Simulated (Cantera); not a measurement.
A closed system holds: 1 mol SrCl₂, 0.093 mol HCl, 260 mol N₂, equilibrated at 1073 K and 23.3 Torr.

Equilibrium computed with Cantera from the NASA thermochemical tables; the gas is ideal and each condensed phase is pure. Candidate condensed phases: NH₄Cl, Sr, SrCl₂; 15 gas species. Kinetics and transport are ignored.

Problem. What is the equilibrium state?

Solution. 
```json
{
  "x(N₂)": "1.000",
  "x(HCl)": "0.000357",
  "n(SrCl₂(s))": "1.000 mol",
  "gas_amount": "260.1 mol",
  "log10 activity of Sr(l) (absent)": "-21.33"
}
```
